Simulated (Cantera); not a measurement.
## Si₂H₆ + HCl + N₂ (silicon epitaxy and polysilicon growth)

Feed: 1 mol Si₂H₆, 0.1 mol HCl, a varied amount of N₂, held at 1175 K and 75.0 Torr.

Method: chemical equilibrium by Gibbs-energy minimisation in Cantera with the NASA 1993 tables (ideal gas, pure condensed phases). Candidate condensed phases: NH₄Cl, Si, Si₃N₄; 28 gas species. The feed counts by its element totals alone. N₂ is the only nitrogen source here; it is nearly inert below about 1500 K, so the nitride shown seldom forms there in practice. The numbers say what is thermodynamically allowed, not how fast it happens.

```
n(N₂) (mol)   x N₂    x H₂    x HCl    x NH₃  n Si₃N₄(s)
-----------  -----  ------  -------  -------  ----------
3.1          0.363   0.616   0.0205  6.28e-6       0.667
4.1          0.472   0.511   0.0170  5.41e-6       0.667
5.2          0.555   0.431   0.0144  4.53e-6       0.667
6.8          0.638   0.350   0.0117  3.56e-6       0.667
8.8          0.707   0.284  0.00946  2.74e-6       0.667
11           0.757   0.235  0.00783  2.13e-6       0.667
15           0.815   0.179  0.00596  1.47e-6       0.667
19           0.851   0.144  0.00482  1.09e-6       0.667
25           0.884   0.112  0.00374  7.60e-7       0.667
32           0.908  0.0888  0.00296  5.43e-7       0.667
41           0.928  0.0701  0.00234  3.85e-7       0.667
53           0.943  0.0548  0.00183  2.68e-7       0.667
```
x: gas mole fraction; n: condensed amount in mol.

From 3.1 mol N₂ to 53 mol N₂ the condensed part is Si₃N₄(s).
